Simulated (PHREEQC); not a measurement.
## Polishing slurry liquid

Make-up at 50 °C: 0.0074 mol/kgw H2SO4, 0.00034 mol/kgw H4SiO4 and 0.0002 mol/kgw CO2. Closed to the air; pH follows from the charge balance.

Equilibrium calculation in PHREEQC: ion-association model, phreeqc.dat.

Each row changes one thing in this solution. This is a speciation only: nothing precipitates in the calculation.

| case | pH | ionic strength (mol/kgw) | HSO4- (mol/kgw) | SO4-2 (mol/kgw) | SI of Quartz (SiO2) |
|---|---|---|---|---|---|
| as made | 2.01 | 0.0142 | 0.00401 | 0.00339 | +0.17 |
| H4SiO4 from 0.00034 to 3.4e-05 mol/kgw | 2.01 | 0.0142 | 0.00401 | 0.00339 | -0.83 |
| CO2 left out | 2.01 | 0.0142 | 0.00401 | 0.00339 | +0.17 |
| diluted 2-fold with water | 2.27 | 0.00802 | 0.00154 | 0.00216 | -0.13 |
| H4SiO4 replaced by (NH4)2SiF6 at the same molality | 2.03 | 0.0144 | 0.00391 | 0.00347 | +0.17 |
| H4SiO4 replaced by H2SiF6 at the same molality | 2.01 | 0.0143 | 0.00402 | 0.00337 | +0.17 |
| CO2 from 0.0002 to 0.00022 mol/kgw | 2.01 | 0.0142 | 0.00401 | 0.00339 | +0.17 |
| H2SO4 replaced by CaSO4 at the same molality | 5.09 | 0.0218 | 5.04e-6 | 0.00544 | +0.17 |

Some of these states are supersaturated (in Quartz (slow to form), for instance). Constants without temperature data keep their 25 °C values here. SiF6-2 is the database's only silicon fluoride.
